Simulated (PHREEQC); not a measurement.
A solution holds 0.051 mol/kgw Pb(NO3)2, 0.0011 mol/kgw CuCl2, 0.00018 mol/kgw HCl and 0.05 mol/kgw NaCl, at 60 °C. Closed to the air; pH follows from the charge balance.

Equilibrium calculation in PHREEQC: ion-association model, wateq4f.dat.

Precipitation was switched off in this run.

Problem. Predict the pH.

Solution. pH 3.83.

Problem. In which forms is Pb present?

Solution. Pb+2 44 %, PbCl+ 37 %, PbNO3+ 18 %, PbCl2 0.6 % of the Pb.

Complexes and solids missing from the database can't appear. At this temperature some constants are extrapolated from 25 °C, and those without enthalpy data are left unchanged.
